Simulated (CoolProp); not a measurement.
Water along the isobar 5070 kPa: fugacity coefficient from the reference equation and from simpler models built on Tc = 647.1 K, pc = 22060 kPa, ω = 0.344; each cubic takes its own stable root.

Model: reference Helmholtz-energy equation of state, Wagner 2002, in CoolProp.

```
T (K)   phase  reference  Redlich-Kwong  Soave-Redlich-Kwong  Peng-Robinson
-----  ------  ---------  -------------  -------------------  -------------
278.7  liquid  0.0001859       0.001007            0.0001283      0.0001508
284.3  liquid  0.0002716       0.001418            0.0001927      0.0002238
289.9  liquid  0.0003904       0.001962            0.0002841      0.0003263
295.5  liquid  0.0005524       0.002673            0.0004118      0.0004681
301.1  liquid  0.0007703       0.003588            0.0005874      0.0006612
306.7  liquid   0.001059       0.004749            0.0008253      0.0009205
312.3  liquid   0.001438       0.006206             0.001143       0.001264
317.9  liquid   0.001928       0.008012             0.001562       0.001713
323.5  liquid   0.002555        0.01022             0.002108       0.002294
329.1  liquid   0.003349        0.01291             0.002810       0.003036
334.7  liquid   0.004344        0.01613             0.003703       0.003974
340.3  liquid   0.005578        0.01997             0.004828       0.005148
346    liquid   0.007127        0.02459             0.006258       0.006632
```
